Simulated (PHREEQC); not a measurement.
# Alkaline etch or developer

Make-up at 55 °C: 0.11 mol KOH, 0.00088 mol CO2 and 0.00044 mol Na2CO3 per kg of water. Closed to the air; pH follows from the charge balance.

All values are PHREEQC results (ion-association model, phreeqc.dat), not measurements.

Precipitation was switched off in this run.

### Question
Estimate the pH, density, specific conductance.

### Answer
pH 12.04; density 0.991 g/cm³; specific conductance 43000 µS/cm.

### Question
In which forms is Na present?

### Answer
Na+ 97 %, NaCO3- 3.3 % of the Na.

Constants without temperature data keep their 25 °C values here.
